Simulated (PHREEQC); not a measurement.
Dissolve 0.0016 mol/kgw NH3, 7.2e-06 mol/kgw CO2 and 0.07 mol/kgw K2CO3 at 25 °C. Closed to the air; pH follows from the charge balance.

Computed with PHREEQC (ion-association model, wateq4f.dat).

Each row changes one thing in this solution. Precipitation was switched off in this run.

| case | pH | ionic strength (mol/kgw) | CO3-2 (mol/kgw) | HCO3- (mol/kgw) | NH4+ (mol/kgw) | CO2 (mol/kgw) |
|---|---|---|---|---|---|---|
| as made | 11.31 | 0.207 | 0.0671 | 0.00289 | 1.82e-5 | 2.27e-8 |
| NH3 from 0.0016 to 0.0032 mol/kgw | 11.31 | 0.207 | 0.0671 | 0.00288 | 3.64e-5 | 2.25e-8 |
| K2CO3 left out | (withheld) | (withheld) | 3.09e-6 | 4.11e-6 | 0.000166 | 5.92e-10 |
| NH3 from 0.0016 to 0.00176 mol/kgw | 11.31 | 0.207 | 0.0671 | 0.00289 | 2.01e-5 | 2.26e-8 |
| NH3 from 0.0016 to 0.00032 mol/kgw | 11.31 | 0.207 | 0.0671 | 0.00290 | 3.66e-6 | 2.28e-8 |

Problem. Fill in the missing entries.

Solution. 
- K2CO3 left out, pH: 10.19
- K2CO3 left out, ionic strength (mol/kgw): 0.000169
